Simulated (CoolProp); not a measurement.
Vapour-liquid equilibrium of hydrogen sulfide (1) + propane (2) at 34.2 kPa; x and y are mole fractions of (1).

Computed with CoolProp (multi-fluid Helmholtz-energy mixture model, Lemmon 2006 and Lemmon 2009; pair parameters Kunz 2012).

```json
[
 {"x": "0.05", "bubble temperature, mixture model (°C)": "-71.4", "bubble temperature, Raoult's law (°C)": "-65.3", "y, mixture model": "0.371", "y, Raoult's law": "0.114"},
 {"x": "0.15", "bubble temperature, mixture model (°C)": "-78.2", "bubble temperature, Raoult's law (°C)": "-67.6", "y, mixture model": "0.617", "y, Raoult's law": "0.302"},
 {"x": "0.25", "bubble temperature, mixture model (°C)": "-80.7", "bubble temperature, Raoult's law (°C)": "-69.6", "y, mixture model": "0.693", "y, Raoult's law": "0.451"},
 {"x": "0.35", "bubble temperature, mixture model (°C)": "-81.6", "bubble temperature, Raoult's law (°C)": "-71.3", "y, mixture model": "0.722", "y, Raoult's law": "0.572"},
 {"x": "0.45", "bubble temperature, mixture model (°C)": "-81.9", "bubble temperature, Raoult's law (°C)": "-72.9", "y, mixture model": "0.732", "y, Raoult's law": "0.671"},
 {"x": "0.55", "bubble temperature, mixture model (°C)": "-82.0", "bubble temperature, Raoult's law (°C)": "-74.4", "y, mixture model": "0.736", "y, Raoult's law": "0.754"},
 {"x": "0.65", "bubble temperature, mixture model (°C)": "-82.0", "bubble temperature, Raoult's law (°C)": "-75.7", "y, mixture model": "0.738", "y, Raoult's law": "0.823"},
 {"x": "0.75", "bubble temperature, mixture model (°C)": "-82.0", "bubble temperature, Raoult's law (°C)": "-76.9", "y, mixture model": "0.747", "y, Raoult's law": "0.883"},
 {"x": "0.85", "bubble temperature, mixture model (°C)": "-81.9", "bubble temperature, Raoult's law (°C)": "-78.0", "y, mixture model": "0.777", "y, Raoult's law": "0.935"},
 {"x": "0.95", "bubble temperature, mixture model (°C)": "-80.9", "bubble temperature, Raoult's law (°C)": "-79.0", "y, mixture model": "0.876", "y, Raoult's law": "0.980"}
]
```

The largest gap from Raoult's law is -11.1 K in bubble temperature, at x = 0.25. y crosses x between x = 0.65 and 0.75: the model has an azeotrope there.

The pair parameters rest on a limited set of measurements; away from them the model extrapolates. With so large a gap from Raoult's law the liquid may split in two, which this calculation doesn't test in full.
